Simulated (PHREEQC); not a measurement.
Solution (25 °C): 0.0026 mol (CH3)4NCl and 0.00015 mol ZnSO4 per kg of water. Closed to the air; pH follows from the charge balance.

Model: ion-association model, phreeqc.dat, run in PHREEQC.

```yaml
pH: 6.41
ionic_strength: 0.00319 mol/kgw
```

| species | molality | activity | log γ |
|---|---|---|---|
| (CH3)4N+ | 0.00260 | 0.00244 | -0.027 |
| Cl- | 0.00260 | 0.00244 | -0.027 |
| SO4-2 | 0.000147 | 0.000115 | -0.106 |
| Zn+2 | 0.000146 | 0.000114 | -0.105 |
| ZnSO4 | 3.09e-6 | 3.09e-6 | 0.000 |
| ZnCl+ | 8.00e-7 | 7.52e-7 | -0.027 |
| H+ | 4.10e-7 | 3.87e-7 | -0.025 |

Precipitation was switched off in this run. Complexes and solids missing from the database can't appear. (CH3)4N+ isn't in the database: it is added as a free cation with an ion size of 4 Å.
